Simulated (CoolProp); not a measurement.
Tetradecamethylhexasiloxane (MD4M) at 467.27 K and 0.00933 MPa is compressed adiabatically to 0.0626 MPa with isentropic efficiency 0.9. Each further row changes one setting.

The numbers come from the reference Helmholtz-energy equation of state, Thol 2019 in CoolProp.

```
case             work (kJ/kg)                       final phase  final density (kg/m³)
---------------  ------------  --------------------------------  ---------------------
as stated                14.7                               [?]                    [?]
efficiency 1              [?]                               [?]                    [?]
efficiency 0.65           [?]  two-phase, vapour fraction 0.437                    [?]
```

**Question.** Complete the blanks.

**Answer.** 
- as stated, final phase: two-phase, vapour fraction 0.383
- as stated, final density (kg/m³): 18.9
- efficiency 1, work (kJ/kg): 13.2
- efficiency 1, final phase: two-phase, vapour fraction 0.369
- efficiency 1, final density (kg/m³): 19.6
- efficiency 0.65, work (kJ/kg): 20.4
- efficiency 0.65, final density (kg/m³): 16.6
